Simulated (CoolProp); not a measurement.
Properties of fluoroethane (R161) along the isobar 1.84 MPa (Tc = 375.2 K, pc = 5.010 MPa, ω = 0.216).

Computed with CoolProp (reference Helmholtz-energy equation of state, Wu 2012).

| T (K) | phase | cp (kJ/(kg K)) | cv (kJ/(kg K)) | speed of sound (m/s) | Joule-Thomson coefficient (K/MPa) | isothermal compressibility (1/MPa) |
|---|---|---|---|---|---|---|
| 141.5 | liquid | 2.122 | 1.560 | 1683 | -0.4021 | 0.0005095 |
| 150 | liquid | 2.075 | 1.516 | 1630 | -0.4097 | 0.0005526 |
| 158.5 | liquid | 2.035 | 1.478 | 1578 | -0.4159 | 0.0006002 |
| 167.1 | liquid | 1.999 | 1.444 | 1526 | -0.4207 | 0.0006537 |
| 175.6 | liquid | 1.969 | 1.414 | 1474 | -0.4238 | 0.0007127 |
| 184.1 | liquid | 1.945 | 1.390 | 1423 | -0.4252 | 0.0007785 |
| 192.7 | liquid | 1.927 | 1.372 | 1370 | -0.4242 | 0.0008534 |
| 201.2 | liquid | 1.917 | 1.360 | 1318 | -0.4206 | 0.0009370 |
| 209.8 | liquid | 1.915 | 1.354 | 1266 | -0.4138 | 0.001033 |
| 218.3 | liquid | 1.921 | 1.353 | 1214 | -0.4036 | 0.001143 |
| 226.8 | liquid | 1.935 | 1.356 | 1162 | -0.3897 | 0.001271 |
| 235.4 | liquid | 1.956 | 1.363 | 1109 | -0.3719 | 0.001423 |
| 243.9 | liquid | 1.982 | 1.372 | 1056 | -0.3502 | 0.001603 |
| 252.4 | liquid | 2.014 | 1.382 | 1003 | -0.3241 | 0.001822 |
| 261 | liquid | 2.052 | 1.394 | 947.9 | -0.2926 | 0.002095 |
